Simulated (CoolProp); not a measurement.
Aqueous magnesium chloride as a coolant, 16 % by mass, freezing at -18.8 °C, 1 atm.

Values from CoolProp's Melinder's fits for secondary coolants.

```tsv
T (°C)	Prandtl number	conductivity (W/(m K))	cp (kJ/(kg K))	density (kg/m³)
-16.4	44.0	0.497	3.204	1147
-10.5	34.7	0.507	3.220	1146
-4.5	(withheld)	(withheld)	3.235	(withheld)
1.5	22.3	0.527	3.250	1143
7.5	18.2	(withheld)	(withheld)	1142
13.5	14.9	0.548	3.280	1140
19.4	12.4	0.559	3.294	1138
25.4	10.2	0.569	3.309	1135
31.4	8.45	0.579	(withheld)	1133
37.4	6.96	(withheld)	3.339	1130
```

Problem. What belongs in the gaps?

Solution. 
- -4.5, Prandtl number: 27.6
- -4.5, conductivity (W/(m K)): 0.517
- -4.5, density (kg/m³): 1145
- 7.5, conductivity (W/(m K)): 0.538
- 7.5, cp (kJ/(kg K)): 3.265
- 31.4, cp (kJ/(kg K)): 3.324
- 37.4, conductivity (W/(m K)): 0.588
